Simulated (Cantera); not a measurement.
A perfectly stirred reactor is fed with 5.88 % C2H6, 94.1 % N2, at 20.0 Torr; it is held at 1923 K, and followed from long to short residence time.

Computed with Cantera and GRI-Mech 3.0 (53 species, 325 reactions). GRI-Mech 3.0 stops at C3 and has no aromatics, soot or wall deposition, so with more carbon than oxygen in the feed, carbon stays in small species such as C2H2 where larger ones or solid carbon would form. Radical loss at walls, strong at low pressure, is not modelled.

x: mole fraction; the columns are a selection and need not sum to one.

```
τ (s)       x C2H6      x H  x C2H2       x CH2       x CH4      x C2H4
------  ----------  -------  ------  ----------  ----------  ----------
6.8        4.59e-7  0.00166  0.0505     2.65e-6    0.000440     4.14e-6
3.2     (withheld)  0.00161  0.0509  (withheld)  (withheld)  (withheld)
1.6        2.00e-6  0.00157  0.0511     5.24e-6    0.000988     1.36e-5
0.74       4.36e-6  0.00155  0.0511     7.51e-6     0.00148     2.80e-5
0.36    (withheld)  0.00155  0.0509  (withheld)  (withheld)  (withheld)
0.17       1.89e-5  0.00157  0.0504     1.48e-5     0.00303    0.000114
0.081      3.93e-5  0.00161  0.0496     2.08e-5     0.00420    0.000228
0.039      8.04e-5  0.00167  0.0484     2.87e-5     0.00565    0.000443
0.019     0.000161  0.00175  0.0468     3.91e-5     0.00737    0.000834
0.0089    0.000335  0.00185  0.0443     5.33e-5     0.00943     0.00158
```

Q: Some entries are withheld; supply them.

A: 
- 3.2, x C2H6: 9.91e-7
- 3.2, x CH2: 3.79e-6
- 3.2, x CH4: 0.000675
- 3.2, x C2H4: 7.38e-6
- 0.36, x C2H6: 8.98e-6
- 0.36, x CH2: 1.05e-5
- 0.36, x CH4: 0.00212
- 0.36, x C2H4: 5.57e-5
